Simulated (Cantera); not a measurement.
C₆H₆ + H₂ (carbon deposition, reforming and gasification)

Feed: 1 mol C₆H₆, 8.4 mol H₂, at 0.100 bar.

Method: chemical equilibrium by Gibbs-energy minimisation in Cantera with the NASA 1993 tables (ideal gas, pure condensed phases). Candidate condensed phases: C, C₆H₆, C₇H₈, C₈H₁₈; 86 gas species. Ions and electrons are included (thermal ionisation). Equilibrium is a limit: real reactors are often held back by kinetics, nucleation or transport.

```
T (K)     x H₂      x H       x C      x C₃  x C₂H₂ (acetylene)      x C₂     x C₂H  n C(graphite)
-----  -------  -------  --------  --------  ------------------  --------  --------  -------------
2000     0.994  0.00513  3.04e-10  2.77e-10            0.000764  2.34e-11   7.37e-8           5.98
2250     0.974   0.0232   3.64e-8   6.50e-8             0.00326   5.72e-9   3.08e-6           5.92
2500     0.914   0.0760   1.66e-6   4.97e-6             0.00989   4.58e-7   5.90e-5           5.76
2750     0.785    0.192   3.78e-5  0.000169              0.0221   1.63e-5  0.000625           5.40
3000     0.576    0.379  0.000507   0.00312              0.0358  0.000317   0.00405           4.66
3250     0.321    0.575   0.00455    0.0362              0.0389   0.00387    0.0167           1.69
3500     0.152    0.729    0.0174    0.0587              0.0112    0.0112    0.0169              0
3750    0.0654    0.811    0.0450    0.0470             0.00205    0.0185    0.0101              0
4000    0.0268    0.824    0.0924    0.0276            0.000318    0.0228   0.00478              0
4250    0.0114    0.810     0.146    0.0102             4.06e-5    0.0194   0.00168              0
4500   0.00533    0.798     0.182   0.00236             4.45e-6    0.0114  0.000453              0
4750   0.00274    0.794     0.197  0.000455             4.99e-7   0.00564  0.000112              0
5000   0.00152    0.792     0.203   9.09e-5             6.45e-8   0.00275   2.95e-5              0
```
x: gas mole fraction; n: condensed amount in mol.

From 2000 K to 3250 K the condensed part is C(graphite). From 3500 K to 5000 K nothing is condensed. The main C-bearing gas is C₂H₂ (acetylene) at 2000 K and C at 5000 K.
